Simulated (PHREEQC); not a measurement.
Make-up at 25 °C: 0.0041 mol CdCl2, 0.003 mol NaOH and 0.014 mol MnSO4 per kg of water. Closed to the air; pH follows from the charge balance.

The numbers come from PHREEQC with the ion-association model, wateq4f.dat.

Precipitation was switched off in this run.

Q: Order these Cd species by the share of Cd that they hold, largest first: Cd+2, CdOHCl, CdCl+, CdSO4, CdOH+.

A: Cd+2 (31 %), CdOHCl (24 %), CdSO4 (18 %), CdOH+ (11 %), CdCl+ (9.1 %)

Q: Order these S species by the share of S that they hold, largest first: NaSO4-, CdSO4, Cd(SO4)2-2, SO4-2, MnSO4.

A: SO4-2 (68 %), MnSO4 (25 %), CdSO4 (5.3 %), Cd(SO4)2-2 (1.1 %), NaSO4- (0.47 %)

The pH is 9.90 and the ionic strength 0.0460 mol/kgw. Saturation is exceeded, for instance for Cd(OH)2, Pyrochroite; the values hold only as long as no solid forms.
